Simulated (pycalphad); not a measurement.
# Phase fractions of Al-6.181Si-12.26Mn (wt.%)

Source of the numbers: pycalphad with the COST 507 light-alloy database (1999); pressure 1 atm. The data set is of 1999 and partly superseded. Phase fractions are per mole of atoms.

```csv
T (K),liquid,ALMNSI_BETA,ALMNSI_ALPHA,fcc,diamond (Si)
1125,1.000,-,-,-,-
1075,0.898,0.102,-,-,-
1025,0.823,0.177,-,-,-
975,0.688,-,0.312,-,-
925,0.652,-,0.348,-,-
875,0.150,-,0.366,0.483,-
825,-,-,0.369,0.621,0.009
775,-,-,0.370,0.618,0.012
725,-,-,0.370,0.616,0.014
675,-,-,0.370,0.614,0.016
625,-,-,0.370,0.613,0.017
575,-,-,0.370,0.612,0.018
525,-,-,0.370,0.611,0.019
```

Database names, with the compositions (at.%) that they take in these runs: ALMNSI_BETA: Al 66 Mn 23 Si 10; ALMNSI_ALPHA: Al 70 Mn 17 Si 11-13.
